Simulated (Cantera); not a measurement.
Feed: 1 mol Al, 0.039 mol CO2, 7.7 mol N2, held at 0.750 Torr.

Equilibrium computed with Cantera from the NASA thermochemical tables; the gas is ideal and each condensed phase is pure. Candidate condensed phases: Al, AlN, Al2O3, C; 32 gas species. The numbers say what is thermodynamically allowed, not how fast it happens. All values below are at 400 °C.

Base state: N2 1.00 (mole fractions); condensed: AlN(s) + Al2O3(s) + C(graphite).

What changes in the equilibrium state with this change: CO2 from 0.039 to 15 mol?


```tsv
species	before	after
CO2	<1e-9	0.595
N2	1.00	0.339
CO	<1e-9	0.0661
AlN(s), mol	0.948	0
Al2O3(s), mol	0.0260	0.500
C(graphite), mol	0.0390	0
```
